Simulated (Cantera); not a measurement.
Charge: 1 mol CH3SiCl3, 3.9 mol H2, 1.3 mol C2H4, at 75.0 Torr.

These are equilibrium values from Cantera (NASA tables, ideal gas, pure condensed phases), not measurements of a reactor. Candidate condensed phases: C, C6H6, C7H8, C8H18, Si, SiC; 109 gas species. The feed counts by its element totals alone. The tables' values for SiCl, SiCl3 are old estimates; treat these amounts as uncertain. Gases not in the tables: Si2H6 and higher silanes. Equilibrium is a limit: real reactors are often held back by kinetics, nucleation or transport. All values below are at 2448 K.

Base state: H2 0.658, HCl 0.232, H 0.0511, SiCl2 0.0267, Cl 0.0128, Si 0.00675, C2H2 (acetylene) 0.00569, SiCl 0.00310 (mole fractions); condensed: C(graphite) + SiC(s).

Task: What changes in the equilibrium state with this change: H2 from 3.9 to 11 mol?

Result: 
```
species             before    after
----------------  --------  -------
H2                   0.658    0.764
HCl                  0.232    0.146
H                   0.0511   0.0550
SiCl2               0.0267  0.00904
Cl                  0.0128  0.00745
SiCl3             0.000155  3.06e-5
SiCl               0.00310  0.00180
C2HCl              2.11e-5  1.33e-5
C(graphite), mol      2.85     2.67
SiC(s), mol          0.597    0.627
```
